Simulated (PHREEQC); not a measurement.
Dissolve 0.0066 mol Ni(NO3)2 and 0.0054 mol NaCl per kg of water at 25 °C. Closed to the air; pH follows from the charge balance.

Computed with PHREEQC (ion-association model, wateq4f.dat).

```tsv
quantity	before	after
pH	6.14	6.03
SI of Halite (NaCl)	-6.25	-6.29
```

### Question
Name the change that produced these shifts.
(A) Ni(NO3)2 from 0.0066 to 0.0132 mol/kgw
(B) 0.01 mol/kgw HBr added
(C) diluted 10-fold with water
(D) Ni(NO3)2 replaced by Zn(NO3)2 at the same molality
(E) NaCl from 0.0054 to 0.0108 mol/kgw

### Answer
A, Ni(NO3)2 from 0.0066 to 0.0132 mol/kgw

Precipitation was switched off in this run.
